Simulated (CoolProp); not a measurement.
Properties of trans-2-butene along the isotherm 484.1 K (Tc = 428.6 K, pc = 40.19 bar, ω = 0.210).

The numbers come from the reference Helmholtz-energy equation of state, Lemmon 2005 in CoolProp. It is a short technical equation, of lower accuracy than the large ones.

| p (bar) | phase | Joule-Thomson coefficient (K/MPa) | fugacity coefficient |
|---|---|---|---|
| 0.191 | gas | 6.217 | 0.9989 |
| 0.308 | gas | 6.222 | 0.9982 |
| 0.498 | gas | 6.229 | 0.9971 |
| 0.804 | gas | [?] | 0.9954 |
| 1.3 | gas | [?] | 0.9925 |
| 2.1 | gas | 6.297 | 0.9879 |
| 3.39 | gas | 6.352 | 0.9805 |
| 5.48 | gas | 6.444 | 0.9686 |
| 8.85 | gas | [?] | 0.9495 |
| 14.3 | gas | [?] | 0.9190 |
| 23.1 | gas | 7.310 | 0.8707 |
| 37.3 | gas | 8.068 | 0.7949 |
| 60.3 | supercritical | 8.300 | [?] |

Question: Fill in the missing entries.

Answer: 
- 0.804, Joule-Thomson coefficient (K/MPa): 6.242
- 1.3, Joule-Thomson coefficient (K/MPa): 6.263
- 8.85, Joule-Thomson coefficient (K/MPa): 6.596
- 14.3, Joule-Thomson coefficient (K/MPa): 6.857
- 60.3, fugacity coefficient: 0.6786
